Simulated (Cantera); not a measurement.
Thermal oxidation and active oxidation of silicon: Si + O₂ + N₂

Feed: 1 mol Si, 0.22 mol O₂, 850 mol N₂, equilibrated at 1125 °C.

Cantera equilibrium calculation (NASA polynomials, part measured and part estimated; ideal gas, pure solids and liquids). Candidate condensed phases: Si, SiO₂, Si₂N₂O, Si₃N₄; 16 gas species. N₂ is the only nitrogen source here; it is nearly inert below about 1500 K, so the nitride shown seldom forms there in practice. Mutual solubility and eutectic melting of coexisting phases are not modelled. Kinetics and transport are ignored.

| P (Pa) | x N₂ | x Si | x SiO | x Si₂N | x SiN | x Si₂ | x Si₃ | n Si₃N₄(s) | n Si₂N₂O(s) |
|---|---|---|---|---|---|---|---|---|---|
| 0.100 | 0.999 | 0.000653 | 0.000517 | 1.47e-6 | 1.34e-6 | 3.20e-7 | 3.88e-8 | 0 | 0 |
| 2.50 | 0.999 | 1.13e-5 | 0.000518 | 5.56e-8 | 1.16e-7 | 2.41e-9 | 1.27e-10 | 0.183 | 0 |
| 63 | 1.000 | 5.23e-8 | 1.97e-5 | 1.50e-10 | 2.69e-9 | 1.29e-12 | <1e-12 | 0.0456 | 0.423 |
| 1600 | 1.00 | 2.38e-10 | 2.64e-7 | <1e-12 | 6.18e-11 | <1e-12 | <1e-12 | 0.0401 | 0.440 |
| 40000 | 1.00 | 1.12e-12 | 3.60e-9 | <1e-12 | 1.45e-12 | <1e-12 | <1e-12 | 0.0400 | 0.440 |
| 1000000 | 1.00 | <1e-12 | 4.93e-11 | <1e-12 | <1e-12 | <1e-12 | <1e-12 | 0.0400 | 0.440 |
x: gas mole fraction; n: condensed amount in mol.

At 0.100 Pa nothing is condensed. At 2.50 Pa the condensed part is Si₃N₄(s). From 63.0 Pa to 10.0 bar the condensed part is Si₂N₂O(s) + Si₃N₄(s).
